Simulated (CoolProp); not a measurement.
Model: reference Helmholtz-energy equation of state, Thol 2017, in CoolProp.

Task: For decamethyltetrasiloxane (MD2M), give the phase and the speed of sound (m/s), Joule-Thomson coefficient (K/MPa) at 326.85 °C and 36.2 kPa.

Result: 
- 326.85 °C and 36.2 kPa: gas; speed of sound 126, Joule-Thomson coefficient 8.36
